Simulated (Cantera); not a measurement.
Input (Python, Cantera):

```python
import numpy as np
import cantera as ct

gas = ct.Solution("gri30.yaml")


def delay(T, t_max=10):
    gas.TPX = T, 100000, {'H2': 1, 'O2': 0.505, 'N2': 1.9, 'NO': 0.0043}
    reactor = ct.IdealGasReactor(gas, clone=False)
    net = ct.ReactorNet([reactor])
    net.rtol, net.atol = 1e-8, 1e-16
    while net.time < t_max:
        t_old, T_old = net.time, reactor.T
        net.step()
        if reactor.T > T + 400:  # ignition: a rise of 400 K
            return t_old + (T + 400 - T_old) / (reactor.T - T_old) * (net.time - t_old)
    return np.nan


taus = []
for T in [1300, 1375, 1450, 1525, 1600, 1675, 1750, 1825]:
    taus.append(delay(T))
    print(f"T0 = {T:6g} K   tau = {taus[-1]:.4e} s")
```

Output:

```
T0 =   1300 K   tau = 2.7993e-05 s
T0 =   1375 K   tau = 2.1383e-05 s
T0 =   1450 K   tau = 1.7285e-05 s
T0 =   1525 K   tau = 1.4722e-05 s
T0 =   1600 K   tau = 1.3162e-05 s
T0 =   1675 K   tau = 1.2303e-05 s
T0 =   1750 K   tau = 1.1962e-05 s
T0 =   1825 K   tau = 1.2024e-05 s
```

Model: GRI-Mech 3.0 (53 species, 325 reactions), integrated in Cantera. The mechanism lacks 2 NO + O2 → 2 NO2 and HONO, so NO2 and the effect of NO are under-described below about 1400 K. Where the delays flatten at high temperature, the 400 K rule measures the pace of heat release, not the induction time.
